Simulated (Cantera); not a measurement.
**Stirred combustor or abatement burner**

A perfectly stirred reactor is fed with 5.86 % CO, 0.879 % H2, 2.70 % CH4, 19.1 % O2, 71.5 % N2, at 4.93 atm; it is adiabatic with a 400 K inlet, and is followed from long to short residence time, starting on the burning branch (τ in s: 0.065, 0.032, 0.016, 0.0079, 0.0039, 0.0019, 0.00096, 0.00047, 0.00023, 0.00012, 5.7e-05, 2.8e-05, 1.4e-05).

Computed with Cantera and GRI-Mech 3.0 (53 species, 325 reactions).

| τ (s) | T (K) | x CO | x H2 | x CH4 | x CH2CO | x NO | x C2H | x HCO |
|---|---|---|---|---|---|---|---|---|
| 0.065 | 1588 | 0.000399 | 1.39e-5 | 9.44e-6 | 3.54e-9 | 4.29e-6 | <1e-12 | 2.58e-9 |
| 0.032 | 1586 | 0.000659 | 2.27e-5 | 1.52e-5 | 7.21e-9 | 4.47e-6 | <1e-12 | 5.27e-9 |
| 0.016 | 1582 | 0.00108 | 3.69e-5 | 2.43e-5 | 1.40e-8 | 4.42e-6 | <1e-12 | 1.07e-8 |
| 0.0079 | 1576 | 0.00180 | 6.10e-5 | 3.95e-5 | 2.70e-8 | 4.02e-6 | <1e-12 | 2.20e-8 |
| 0.0039 | 1565 | 0.00305 | 0.000102 | 6.54e-5 | 5.22e-8 | 3.29e-6 | 1.22e-12 | 4.56e-8 |
| 0.0019 | 1545 | 0.00538 | 0.000177 | 0.000115 | 1.09e-7 | 2.32e-6 | 1.68e-12 | 9.62e-8 |
| 0.00096 | 1504 | 0.0102 | 0.000330 | 0.000231 | 2.85e-7 | 1.28e-6 | 2.08e-12 | 1.97e-7 |
| 0.00047 | 400 | 0.0586 | 0.00879 | 0.0270 | <1e-12 | <1e-12 | <1e-12 | <1e-12 |
| 0.00023 | 400 | 0.0586 | 0.00879 | 0.0270 | <1e-12 | <1e-12 | <1e-12 | <1e-12 |
| 0.00012 | 400 | 0.0586 | 0.00879 | 0.0270 | <1e-12 | <1e-12 | <1e-12 | <1e-12 |
| 5.7e-5 | 400 | 0.0586 | 0.00879 | 0.0270 | <1e-12 | <1e-12 | <1e-12 | <1e-12 |
| 2.8e-5 | 400 | 0.0586 | 0.00879 | 0.0270 | <1e-12 | <1e-12 | <1e-12 | <1e-12 |
| 1.4e-5 | 400 | 0.0586 | 0.00879 | 0.0270 | <1e-12 | <1e-12 | <1e-12 | <1e-12 |
x: mole fraction; the columns are a selection and need not sum to one.
